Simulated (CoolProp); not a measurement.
Vapour-liquid equilibrium of R113 (1) + n-heptane (2) at 4.75 bar; x and y are mole fractions of (1).

The numbers come from the multi-fluid Helmholtz-energy mixture model, Marx 1992 and Span 2003; pair parameters Bell 2016 in CoolProp.

Question: Give the bubble temperature and the first vapour's composition at x = 0.35, 0.45, 0.75. Is there an azeotrope?

Answer: x = 0.35: 130.8 °C, y = 0.631; x = 0.45: 125.0 °C, y = 0.721; x = 0.75: 111.8 °C, y = 0.896. No azeotrope shows between x = 0.05 and 0.95.

Pair parameters are fitted to limited data, so mixtures are less certain than the pure fluids.
